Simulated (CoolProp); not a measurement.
Properties of n-perfluorohexane along the isobar 0.811 MPa (Tc = 448.0 K, pc = 1.742 MPa, ω = 0.497).

The numbers come from the reference Helmholtz-energy equation of state, Gao 2022 in CoolProp.

```
T (K)   phase        Z  cv (kJ/(kg K))
-----  ------  -------  --------------
218.1  liquid  0.07951          0.7268
237.4  liquid  0.07515          0.7589
256.8  liquid  0.07153          0.7903
276.1  liquid  0.06856          0.8202
295.4  liquid  0.06615          0.8483
314.7  liquid  0.06424          0.8750
334.1  liquid  0.06282          0.9004
353.4  liquid  0.06194          0.9247
372.7  liquid  0.06169          0.9484
392    liquid  0.06238          0.9725
411.4     gas   0.7106          0.9696
430.7     gas   0.7729          0.9829
450       gas   0.8154          0.9975
```
